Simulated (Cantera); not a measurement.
A closed system holds: 1 mol AlN, 140 mol H2, 0.68 mol Cl2, held at 1750 K and 15.0 Pa.

These are equilibrium values from Cantera (NASA tables, ideal gas, pure condensed phases), not measurements of a reactor. Candidate condensed phases: Al, AlCl3, AlN, NH4Cl; 20 gas species. Kinetics and transport are ignored.

Base state: H2 0.968, H 0.0187, AlCl 0.00653, N2 0.00350, HCl 0.00293, Al 0.000454, Cl 4.36e-5 (mole fractions); condensed: gas only.

**Question.** What changes in the equilibrium state with this change: AlN replaced by Si3N4?

**Answer.** 
| species | before | after |
|---|---|---|
| H2 | 0.968 | 0.948 |
| H | 0.0187 | 0.0185 |
| N2 | 0.00350 | 0.0137 |
| Si | 0 | 0.0100 |
| AlCl | 0.00653 | 0 |
| Al | 0.000454 | 0 |
| SiCl2 | 0 | 0.000258 |
| SiH | 0 | 0.000158 |
| Si(l), mol | 0 | 1.44 |
The tables' values for SiCl are old estimates; treat these amounts as uncertain. Gases not in the tables: Si2H6 and higher silanes. Further candidate phases: Si, Si3N4.

**Question.** What changes in the equilibrium state with this change: temperature from 1750 K to 1325 K?

**Answer.** 
```json
[
 {"species": "H2", "before": "0.968", "after": "0.987"},
 {"species": "AlCl", "before": "0.00653", "after": "0.00627"},
 {"species": "HCl", "before": "0.00293", "after": "0.00319"},
 {"species": "H", "before": "0.0187", "after": "0.000133"},
 {"species": "Al", "before": "0.000454", "after": "6.95e-7"},
 {"species": "Cl", "before": "4.36e-5", "after": "3.59e-7"},
 {"species": "AlCl2", "before": "3.12e-6", "after": "6.00e-5"},
 {"species": "N2", "before": "0.00350", "after": "0.00317"},
 {"species": "AlN(s), mol", "before": "0", "after": "0.103"}
]
```
The tables' values for AlCl2 are old estimates; treat these amounts as uncertain.
